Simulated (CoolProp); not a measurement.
n-heptane at several states: fugacity coefficient from the reference equation and from simpler models built on Tc = 541.2 K, pc = 27.74 bar, ω = 0.349; each cubic takes its own stable root.

Computed with CoolProp (reference Helmholtz-energy equation of state, Span 2003). It is a short technical equation, of lower accuracy than the large ones.

```
T (K)  p (bar)   phase  reference
-----  -------  ------  ---------
326.4     1.95  liquid     0.1096
449.5     67.2  liquid     0.1082
285.8    0.923  liquid    0.03454
383.5      141  liquid    0.01929
```

Q: How far does each simpler model (Redlich-Kwong, Soave-Redlich-Kwong) lie from the reference over these 4 states: mean and median of the absolute difference, and the worst?

A: 
- Redlich-Kwong: mean 156.1 %, median 139.6 %, worst +304.7 % at 285.8 K and 0.923 bar
- Soave-Redlich-Kwong: mean 5.3 %, median 5.2 %, worst +8.8 % at 383.5 K and 141 bar
